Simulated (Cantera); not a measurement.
Input: 1 mol C3H8, 37 mol H2, at 2023.15 K and 0.140 bar.

Method: chemical equilibrium by Gibbs-energy minimisation in Cantera with the NASA 1993 tables (ideal gas, pure condensed phases). Candidate condensed phases: C, C6H6, C7H8, C8H18; 76 gas species. Kinetics and transport are ignored.

Base state: H2 0.994, H 0.00507, C2H2 (acetylene) 0.000889, CH4 5.52e-5 (mole fractions); condensed: C(graphite).

Task: What changes in the equilibrium state with this change: temperature from 2023.15 K to 3073 K?

Result: 
| species | before | after |
|---|---|---|
| H2 | 0.994 | 0.574 |
| H | 0.00507 | 0.398 |
| C2H2 (acetylene) | 0.000889 | 0.0222 |
| C3 | <1e-9 | 0.00171 |
| C | <1e-9 | 0.000507 |
| C2 | <1e-9 | 0.000248 |
| CH | <1e-9 | 5.74e-5 |
| C(graphite), mol | 2.92 | 0 |

Task: What changes in the equilibrium state with this change: temperature from 2023.15 K to 2248 K?

Result: 
```csv
species,before,after
H2,0.994,0.977
H,0.00507,0.0194
C2H2 (acetylene),0.000889,0.00324
CH3,5.55e-6,1.20e-5
CH4,5.52e-5,3.18e-5
"C(graphite), mol",2.92,2.73
```
